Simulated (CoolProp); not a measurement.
Vapour-liquid equilibrium of R152A (1) + isobutane (2) at 1280 kPa; x and y are mole fractions of (1).

The numbers come from the multi-fluid Helmholtz-energy mixture model, Outcalt 1996 and Bücker 2006; pair parameters Bell 2016 in CoolProp.

```csv
x,"bubble temperature, mixture model (K)","bubble temperature, Raoult's law (K)","y, mixture model","y, Raoult's law"
0.05,345.5,349.1,0.122,0.084
0.125,339.1,346.6,0.265,0.199
0.2,334.5,344.3,0.370,0.303
0.275,331.0,342.2,0.450,0.397
0.35,328.5,340.2,0.513,0.483
0.425,326.6,338.3,0.565,0.561
0.5,325.3,336.5,0.611,0.634
0.575,324.3,334.8,0.652,0.700
0.65,323.7,333.2,0.694,0.762
0.725,323.4,331.6,0.737,0.820
0.8,323.4,330.1,0.787,0.873
0.875,323.9,328.7,0.848,0.923
0.95,325.1,327.4,0.928,0.970
```

The largest gap from Raoult's law is -11.7 K in bubble temperature, at x = 0.425. y crosses x between x = 0.725 and 0.8: the model has an azeotrope there.

Pair parameters are fitted to limited data, so mixtures are less certain than the pure fluids.
